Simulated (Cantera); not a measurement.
A freely propagating, adiabatic, planar premixed flame of 10.7 % CH3OH, 16.6 % O2, 62.7 % N2, 10.0 % CO2, equivalence ratio 0.96, unburnt at 375 K and 8.50 bar; mixture-averaged transport, grid criteria slope 0.08 and curve 0.16, no radiation.

Cantera simulation using GRI-Mech 3.0 (53 species, 325 reactions); the numbers are that mechanism's predictions, not measurements. GRI-Mech 3.0 was tuned for natural gas; its chemistry of methanol as a main component is partial and can be far from experiment. Burning velocities carry a grid error of a few per cent, more on coarse grids.

Q: Predict: laminar burning velocity; thermal thickness; peak x(CH2CO); peak x(CH3); peak x(C2H4).

A: 
```
Item                         Result
------------------------  ---------
laminar burning velocity  15.6 cm/s
thermal thickness          0.115 mm
peak x(CH2CO)               7.28e-7
peak x(CH3)                 1.03e-5
peak x(C2H4)                4.28e-8
```
